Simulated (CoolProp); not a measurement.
The numbers come from the reference Helmholtz-energy equation of state, Span 2003 in CoolProp. It is a short technical equation, of lower accuracy than the large ones.

Question: Give the vapour pressure (kPa), vapour density (kg/m³), liquid cp (kJ/(kg K)), surface tension (mN/m) of saturated n-heptane at 369 K.

Answer: 
```tsv
T (K)	p (kPa)	vapour density (kg/m³)	liquid cp (kJ/(kg K))	surface tension (mN/m)
369	94.0	3.23	2.55	12.9
```

Surface tension comes from a separate correlation (Mulero 2012).
